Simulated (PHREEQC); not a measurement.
Dissolve 5.8 mmol/kgw MgCl2, 0.074 mmol/kgw CO2 and 0.00026 mmol/kgw H4SiO4 at 25 °C. Closed to the air; pH follows from the charge balance.

Equilibrium calculation in PHREEQC: Pitzer model, pitzer.dat.

| Quantity | Result |
|---|---|
| pH | 5.25 |
| ionic strength | 0.0174 mol/kgw |
| specific conductance | 1320 µS/cm |
| osmotic coefficient | 0.924 |

```tsv
species	molality	activity	log γ
Cl-	0.0116	0.0102	-0.058
Mg+2	0.00580	0.00352	-0.217
CO2	6.76e-5	6.78e-5	0.001
H+	6.36e-6	5.60e-6	-0.055
HCO3-	6.36e-6	5.51e-6	-0.062
H4SiO4	2.60e-7	2.61e-7	0.001
OH-	2.11e-9	1.81e-9	-0.067
MgOH+	1.09e-9	9.76e-10	-0.047
```

Precipitation was switched off in this run. Complexes and solids missing from the database can't appear.
